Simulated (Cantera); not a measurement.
A Cantera script and its output.

```python
import numpy as np
import cantera as ct

gas = ct.Solution("gri30.yaml")
gas.TPX = 1625, 500000, {'C3H8': 1, 'O2': 9.62, 'N2': 36.2, 'H2': 0.74}
reactor = ct.IdealGasReactor(gas, energy="on", clone=False)
net = ct.ReactorNet([reactor])
net.rtol, net.atol = 1e-08, 1e-16
show = ['C3H8', 'O2', 'C2H', 'HO2', 'HCO', 'NO2', 'C2H4']
times = np.geomspace(2e-06, 0.2, 12)

steps = ct.SolutionArray(gas, extra=["t"])
rows = []
print(f"{'t/s':>10s}{'T/K':>9s}{'P/Pa':>11s}" + "".join(f"{s:>11s}" for s in show))
for t in times:
    while net.time < t:
        t_next = net.step()
        steps.append(gas.state, t=t_next)
    rows.append([np.interp(t, steps.t, y) for y in (steps.T, steps.P, *steps(*show).X.T)])
    print(f"{t:10.3e}{rows[-1][0]:9.1f}{rows[-1][1]:11.4g}" + "".join(f"{x:11.3e}" for x in rows[-1][2:]))
rate = np.gradient(steps.T, steps.t)
print("integrator steps:", len(steps.t))
if steps.T.max() > steps.T[0] + 200:
    print(f"time of steepest temperature rise: {steps.t[rate.argmax()]:.4e} s")
gas.TPX = 1625, 500000, {'C3H8': 1, 'O2': 9.62, 'N2': 36.2, 'H2': 0.74}
gas.equilibrate("UV")
print(f"equilibrium (UV): T = {gas.T:.1f} K  " + "  ".join(f"{s} {gas[s].X[0]:.3e}" for s in show))
```

Result:

```
       t/s      T/K       P/Pa       C3H8         O2        C2H        HO2        HCO        NO2       C2H4
 2.000e-06   1615.9  4.988e+05  1.825e-02  2.007e-01  1.010e-10  1.548e-04  7.301e-07  2.177e-13  2.491e-03
 5.696e-06   1673.1  5.238e+05  7.318e-03  1.887e-01  3.335e-08  5.694e-04  2.338e-05  4.048e-11  1.162e-02
 1.622e-05   2798.9  8.891e+05  9.133e-45  8.700e-02  2.722e-20  2.377e-05  2.254e-08  6.608e-07  1.919e-24
 4.620e-05   2849.1  9.019e+05  2.399e-45  8.538e-02  9.477e-21  2.587e-05  1.448e-08  3.253e-06  5.463e-25
 1.316e-04   2840.8  8.989e+05  2.183e-45  8.297e-02  8.415e-21  2.492e-05  1.389e-08  9.498e-06  5.072e-25
 3.748e-04   2827.0   8.94e+05  1.861e-45  7.905e-02  6.883e-21  2.340e-05  1.296e-08  1.942e-05  4.471e-25
 1.067e-03   2818.0  8.909e+05  1.674e-45  7.653e-02  6.026e-21  2.244e-05  1.238e-08  2.561e-05  4.112e-25
 3.040e-03   2817.2  8.906e+05  1.659e-45  7.630e-02  5.954e-21  2.236e-05  1.233e-08  2.615e-05  4.081e-25
 8.658e-03   2817.2  8.906e+05  1.659e-45  7.630e-02  5.954e-21  2.236e-05  1.233e-08  2.615e-05  4.081e-25
 2.466e-02   2817.2  8.906e+05  1.659e-45  7.630e-02  5.954e-21  2.236e-05  1.233e-08  2.615e-05  4.081e-25
 7.022e-02   2817.2  8.906e+05  1.659e-45  7.630e-02  5.954e-21  2.236e-05  1.233e-08  2.615e-05  4.081e-25
 2.000e-01   2817.2  8.906e+05  1.659e-45  7.630e-02  5.954e-21  2.236e-05  1.233e-08  2.615e-05  4.081e-25
integrator steps: 1581
time of steepest temperature rise: 7.8442e-06 s
equilibrium (UV): T = 2817.2 K  C3H8 3.332e-45  O2 7.630e-02  C2H 6.411e-21  HO2 2.236e-05  HCO 1.233e-08  NO2 2.615e-05  C2H4 4.900e-25
```

Computed with Cantera and GRI-Mech 3.0 (53 species, 325 reactions). GRI-Mech 3.0 was tuned for natural gas; its chemistry of propane as a main component is partial and can be far from experiment.
